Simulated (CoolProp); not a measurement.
Ethanol at 298.15 K and 0.00654 MPa flows at 5.4 m/s in a round tube of 12.7 mm bore and 1.5 µm roughness, fully developed (64/Re and Nu = 3.66 if laminar; Colebrook and Gnielinski if turbulent). Each further row changes one setting.

Model: reference Helmholtz-energy equation of state, Schroeder 2014, in CoolProp.

```csv
case,Reynolds number,Darcy friction factor,pressure drop (Pa/m),heat-transfer coefficient (W/(m² K)),mass flow (kg/h)
as stated,?,?,9.40,4.39,?
velocity 10.8 m/s,1910,0.0335,18.8,4.39,?
diameter 25.4 mm,1910,0.0335,?,?,1.20
```

Problem. What belongs in the gaps?

Solution. 
- as stated, Reynolds number: 954
- as stated, Darcy friction factor: 0.0671
- as stated, mass flow (kg/h): 0.301
- velocity 10.8 m/s, mass flow (kg/h): 0.601
- diameter 25.4 mm, pressure drop (Pa/m): 2.35
- diameter 25.4 mm, heat-transfer coefficient (W/(m² K)): 2.19

Viscosity comes from a separate model (Kiselev 2005). Thermal conductivity comes from a separate model (Assael 2013).
